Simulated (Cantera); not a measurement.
Mixture: CH4 : O2 : N2 = 1 : 3.57 : 13.4 (molar parts), equivalence ratio 0.56, at 4.93 atm, adiabatic and at constant volume. Ignition delay is the time to a rise of 400 K.

Computed with Cantera and GRI-Mech 3.0 (53 species, 325 reactions).

Question: What does this change do: O2 3.57 to 1.4 parts?

Answer: 
| quantity | before | after |
|---|---|---|
| delay at 1223 K | 5.40 ms | 22.0 ms |
| delay at 1298 K | 2.16 ms | 8.93 ms |
| delay at 1373 K | 0.925 ms | 3.76 ms |
| delay at 1448 K | 0.423 ms | 1.63 ms |
| delay at 1523 K | 0.206 ms | 0.724 ms |
| delay at 1598 K | 0.107 ms | 0.336 ms |
| apparent activation energy between 1448 and 1598 K | 180 kJ/mol | 200 kJ/mol |

Question: What does this change do: CH4 1 to 1.9 parts?

Answer: 
```csv
quantity,before,after
delay at 1223 K,5.40 ms,7.30 ms
delay at 1298 K,2.16 ms,2.90 ms
delay at 1373 K,0.925 ms,1.22 ms
delay at 1448 K,0.423 ms,0.545 ms
delay at 1523 K,0.206 ms,0.256 ms
delay at 1598 K,0.107 ms,0.127 ms
apparent activation energy between 1448 and 1598 K,180 kJ/mol,190 kJ/mol
```

Question: What does this change do: pressure from 4.93 atm to 16.8 atm?

Answer: 
| quantity | before | after |
|---|---|---|
| delay at 1223 K | 5.40 ms | 1.54 ms |
| delay at 1298 K | 2.16 ms | 0.653 ms |
| delay at 1373 K | 0.925 ms | 0.298 ms |
| delay at 1448 K | 0.423 ms | 0.144 ms |
| delay at 1523 K | 0.206 ms | 73.6 µs |
| delay at 1598 K | 0.107 ms | 39.4 µs |
| apparent activation energy between 1448 and 1598 K | 180 kJ/mol | 170 kJ/mol |
The pressure lies above the range GRI-Mech 3.0 was tuned for (to about 10 atm).
